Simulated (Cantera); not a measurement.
Input: 1 mol PbO, 0.015 mol O2, 94 mol H2, at 1500 K and 100 Torr.

Cantera equilibrium calculation (NASA polynomials, part measured and part estimated; ideal gas, pure solids and liquids). Candidate condensed phases: H2O, Pb, PbO, PbO2, Pb3O4; 12 gas species. Rates play no part.

Base state: H2 0.979, H2O 0.0108, Pb 0.0105, H 4.77e-5 (mole fractions); condensed: gas only.

**Question.** What changes in the equilibrium state with this change: temperature from 1500 K to 898.15 K?

**Answer.** 
```tsv
species	before	after
H2	0.979	0.989
H2O	0.0108	0.0110
Pb	0.0105	9.75e-6
H	4.77e-5	<1e-9
Pb(l), mol	0	0.999
```
